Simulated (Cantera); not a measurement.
Mixture: 22.7 % CH3OH, 16.2 % O2, 61.1 % N2, equivalence ratio 2.1, at 870000 Pa, adiabatic and at constant pressure. Ignition delay is the time to a rise of 400 K.

Computed with Cantera and GRI-Mech 3.0 (53 species, 325 reactions). GRI-Mech 3.0 was tuned for natural gas; its chemistry of methanol as a main component is partial and can be far from experiment.

Question: Predict: delay at 1250 K; delay at 1325 K; delay at 1400 K; delay at 1475 K; delay at 1550 K; delay at 1625 K; delay at 1700 K; apparent activation energy between 1550 and 1700 K.

Answer: 
| Property | Value |
|---|---|
| delay at 1250 K | 0.620 ms |
| delay at 1325 K | 0.209 ms |
| delay at 1400 K | 80.6 µs |
| delay at 1475 K | 35.1 µs |
| delay at 1550 K | 17.0 µs |
| delay at 1625 K | 9.01 µs |
| delay at 1700 K | 5.16 µs |
| apparent activation energy between 1550 and 1700 K | 170 kJ/mol |
